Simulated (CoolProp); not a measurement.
R404A along the isobar 30 bar: Z from the reference equation and from simpler models built on Tc = 72.1 °C, pc = 37.35 bar, ω = 0.293; each cubic takes its own stable root.

The numbers come from the reference Helmholtz-energy equation of state, Lemmon 2003 in CoolProp. It is a pseudo-pure fit of the blend.

| T (°C) | phase | reference |
|---|---|---|
| 87.95 | gas | 0.6995 |
| 105.35 | gas | 0.7611 |
| 122.65 | gas | 0.8047 |
| 140.05 | gas | 0.8381 |
| 157.45 | gas | 0.8643 |
| 174.75 | gas | 0.8854 |
| 192.15 | gas | 0.9028 |
| 209.45 | gas | 0.9172 |
| 226.85 | gas | 0.9294 |

Question: How far does each simpler model (Pitzer virial, van der Waals, Redlich-Kwong, Soave-Redlich-Kwong) lie from the reference over these 9 states: mean and median of the absolute difference, and the worst?

Answer: 
- Pitzer virial: mean 2.5 %, median 1.4 %, worst +8.8 % at 87.95 °C and 30 bar
- van der Waals: mean 2.0 %, median 2.2 %, worst +3.7 % at 87.95 °C and 30 bar
- Redlich-Kwong: mean 1.2 %, median 1.4 %, worst -1.6 % at 226.85 °C and 30 bar
- Soave-Redlich-Kwong: mean 2.0 %, median 1.8 %, worst +2.8 % at 87.95 °C and 30 bar
